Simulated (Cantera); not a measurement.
Input (Python, Cantera) and output of one run.

```python
import numpy as np
import cantera as ct

gas_names = """
    AL ALH ALI ALI3 ALN AL2 AL2I6 H HI H2 I I2 N NH NH2 NH3 N2 N2H2 N2H4
""".split()
cond_names = """
    AL(cr) AL(L) ALI3(s) ALI3(L) ALN(s) I2(cr) I2(L)
""".split()


# ... load() reads the species with a 1 bar reference pressure and builds the phases ...
atoms = {
    'AlN': {'AL': 1, 'N': 1},
    'HI': {'H': 1, 'I': 1},
    'N2': {'N': 2},
}
top_T = {'ALN(s)': 2750}  # K; cautious upper limits of use, not melting points


# ... equilibrate(T, P, feed) seeds the gas with the atoms and calls Mixture.equilibrate('TP', solver="vcs", rtol=1e-11, max_steps=5000) ...
results = []
feed = {'AlN': 1, 'HI': 2.4, 'N2': 0.11}  # mol
P = 3500  # Pa
for T in [850, 900, 950, 1000, 1050, 1100, 1150, 1200, 1250, 1300, 1350, 1400, 1450]:
    mix = equilibrate(T, P, feed)
    results.append((T, P, feed, dict(zip(mix.species_names, mix.species_moles))))

top = {s: max(r[3][s] / sum(r[3][g] for g in gas_names) for r in results) for s in gas_names}
cols = sorted((s for s in top if top[s] > 1e-06), key=lambda s: -top[s])[:9]
seen = [c for c in cond_names if any(r[3].get(c, 0) > 1e-12 for r in results)]
print("log10 of partial pressures in bar; condensed amounts in mol")
print(f"{'T/K':>10s}" + "".join(f"{s[:9]:>10s}" for s in cols + seen))
for T, P, feed, n in results:
    ng = sum(n[g] for g in gas_names)
    print(f"{T:10.4g}" + "".join(f"{np.log10(max(n[s] / ng * P / 1e5, 1e-99)):10.3f}" for s in cols)
          + "".join(f"{n.get(c, 0):10.4g}" for c in seen))
```

Result:

```
log10 of partial pressures in bar; condensed amounts in mol
       T/K        HI         I        H2      ALI3        N2        I2       ALI     AL2I6         H    ALN(s)
       850    -1.789    -3.511    -2.069    -2.297    -2.392    -3.095   -12.161    -5.734   -11.723    0.6361
       900    -1.821    -3.271    -2.043    -2.270    -2.376    -3.139   -10.997    -5.997   -10.954    0.6116
       950    -1.853    -3.058    -2.022    -2.251    -2.365    -3.183    -9.957    -6.242   -10.266    0.5926
      1000    -1.885    -2.869    -2.005    -2.240    -2.359    -3.227    -9.024    -6.471    -9.646    0.5796
      1050    -1.918    -2.701    -1.991    -2.237    -2.358    -3.273    -8.182    -6.690    -9.086    0.5727
      1100    -1.952    -2.550    -1.980    -2.242    -2.363    -3.321    -7.418    -6.903    -8.577    0.5724
      1150    -1.987    -2.417    -1.972    -2.256    -2.374    -3.372    -6.722    -7.113    -8.113    0.5789
      1200    -2.025    -2.298    -1.966    -2.278    -2.391    -3.427    -6.087    -7.323    -7.688    0.5921
      1250    -2.065    -2.193    -1.963    -2.309    -2.414    -3.487    -5.504    -7.537    -7.297    0.6119
      1300    -2.109    -2.102    -1.961    -2.350    -2.444    -3.553    -4.969    -7.758    -6.937    0.6376
      1350    -2.155    -2.023    -1.961    -2.401    -2.478    -3.625    -4.476    -7.988    -6.603    0.6676
      1400    -2.205    -1.955    -1.962    -2.465    -2.516    -3.705    -4.023    -8.233    -6.294    0.6992
      1450    -2.259    -1.900    -1.964    -2.546    -2.554    -3.793    -3.608    -8.502    -6.006    0.7272
```

Cantera equilibrium calculation (NASA polynomials, part measured and part estimated; ideal gas, pure solids and liquids).
